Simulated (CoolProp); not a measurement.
Water along the isobar 99.2 MPa: density (kg/m³) from the reference equation and from simpler models built on Tc = 647.1 K, pc = 22.06 MPa, ω = 0.344; each cubic takes its own stable root.

Computed with CoolProp (reference Helmholtz-energy equation of state, Wagner 2002).

```tsv
T (K)	phase	reference	Redlich-Kwong	Soave-Redlich-Kwong
344.8	liquid	1016	725.3	743.4
360.8	liquid	1007	716.1	735.1
376.9	liquid	997.1	706.6	?
392.9	liquid	986.4	697.0	717.3
409	liquid	975.1	687.0	707.8
425	liquid	?	676.9	698.0
441.1	liquid	950.4	666.4	?
457.1	liquid	937.2	655.8	677.0
473.2	liquid	923.3	644.8	665.7
489.2	liquid	908.9	633.7	?
505.3	liquid	893.7	622.3	641.9
521.3	liquid	878.0	?	?
537.3	liquid	861.7	?	616.2
```

Task: Complete the blanks.

Result: 
- 376.9, Soave-Redlich-Kwong: 726.4
- 425, reference: 963.1
- 441.1, Soave-Redlich-Kwong: 687.7
- 489.2, Soave-Redlich-Kwong: 654.1
- 521.3, Redlich-Kwong: 610.7
- 521.3, Soave-Redlich-Kwong: 629.3
- 537.3, Redlich-Kwong: 598.8
